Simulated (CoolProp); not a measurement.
A single-stage vapour-compression cycle with R125: evaporating at 233.15 K (dew point), condensing at 261.15 K (bubble point), superheat 8 K, subcooling 8 K, compressor efficiency 0.8, no pressure losses. Each further row changes one setting.

Values from CoolProp's reference Helmholtz-energy equation of state, Lemmon 2005.

```
case                              cooling COP  pressure ratio  discharge temperature (K)  refrigerating effect (kJ/kg)  volumetric capacity (kJ/m³)
--------------------------------  -----------  --------------  -------------------------  ----------------------------  ---------------------------
as stated                                6.22            3.04                      277.5                           142                         1330
evaporating temperature 238.15 K         7.90      (withheld)                      275.6                           145                         1670
condensing temperature 256.15 K    (withheld)      (withheld)                      271.5                           148                         1380
subcooling 13 K                          6.48            3.04                      277.5                           148                         1380
superheat 18 K                     (withheld)            3.04                      287.8                    (withheld)                         1330
compressor efficiency 0.7                5.44            3.04                      281.5                           142                         1330
```

### Question
Complete the blanks.

### Answer

- evaporating temperature 238.15 K, pressure ratio: 2.44
- condensing temperature 256.15 K, cooling COP: 7.75
- condensing temperature 256.15 K, pressure ratio: 2.54
- superheat 18 K, cooling COP: 6.23
- superheat 18 K, refrigerating effect (kJ/kg): 150
